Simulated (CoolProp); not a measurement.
Vapour-liquid equilibrium of methanol (1) + dimethyl carbonate (2) at 0.586 bar; x and y are mole fractions of (1).

The numbers come from the multi-fluid Helmholtz-energy mixture model, de Reuck 1993 and Zhou 2011; pair parameters Bell 2016 in CoolProp.

### Question
Give the bubble temperature and the first vapour's composition at x = 0.05, 0.45, 0.65. Is there an azeotrope?

### Answer
x = 0.05: 67.1 °C, y = 0.243; x = 0.45: 52.0 °C, y = 0.689; x = 0.65: 50.6 °C, y = 0.752. y crosses x between x = 0.75 and 0.85: the model has an azeotrope there.

The pair parameters rest on a limited set of measurements; away from them the model extrapolates.
